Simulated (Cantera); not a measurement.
A closed system holds: 1 mol Si, 2.7 mol N2O, 110 mol H2, at 1423 K and 195 Torr.

These are equilibrium values from Cantera (NASA tables, ideal gas, pure condensed phases), not measurements of a reactor. Candidate condensed phases: H2O, Si, SiO2, Si2N2O, Si3N4; 35 gas species. The tables hold silica as quartz up to 1696 K and as liquid above; real silica turns to tridymite and cristobalite and melts near 1996 K. Kinetics and transport are ignored.

Base state: H2 0.970, N2 0.0240, H2O 0.00621, H 1.28e-5 (mole fractions); condensed: SiO2(β-quartz).

Task: What changes in the equilibrium state with this change: N2O from 2.7 to 0.24 mol?

Result: 
| species | before | after |
|---|---|---|
| H2 | 0.970 | 1.000 |
| H | 1.28e-5 | 1.30e-5 |
| N2 | 0.0240 | 4.12e-6 |
| H2O | 0.00621 | 1.26e-8 |
| SiO2(β-quartz), mol | 1.000 | 0 |
| Si(s), mol | 0 | 0.520 |
| Si2N2O(s), mol | 0 | 0.240 |
Mutual solubility and eutectic melting of coexisting phases are not modelled.
